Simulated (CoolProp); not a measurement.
The fluid at 298.15 K and 0.898 MPa flows at 3 m/s in a round tube of 1 mm bore and 0.25 µm roughness, fully developed (64/Re and Nu = 3.66 if laminar; Colebrook and Gnielinski if turbulent). The same conditions are run with several fluids, on thermodynamics alone (safety and materials aside).

The numbers come from the reference Helmholtz-energy equation of state of each fluid (c-C4F8 (RC318): Platzer 1990; R11: Jacobsen 1992; methanol: de Reuck 1993; p-xylene: Zhou 2012) in CoolProp. The equations of Platzer and Polt are older, rougher fits.

```csv
fluid,Reynolds number,Darcy friction factor,pressure drop (Pa/m),heat-transfer coefficient (W/(m² K)),mass flow (kg/h)
c-C4F8 (RC318),12200,0.0297,201000,6000,?
R11,10200,0.0311,207000,5850,12.5
methanol,4320,?,?,6770,?
p-xylene,4210,0.0396,153000,4430,7.27
```

**Question.** Fill in the missing entries.

**Answer.** 
- c-C4F8 (RC318), mass flow (kg/h): 12.7
- methanol, Darcy friction factor: 0.0393
- methanol, pressure drop (Pa/m): 139000
- methanol, mass flow (kg/h): 6.68

Transport values come from each fluid's own correlations; those of c-C4F8 (RC318), R11 are estimates that may be off by 10 % or more.
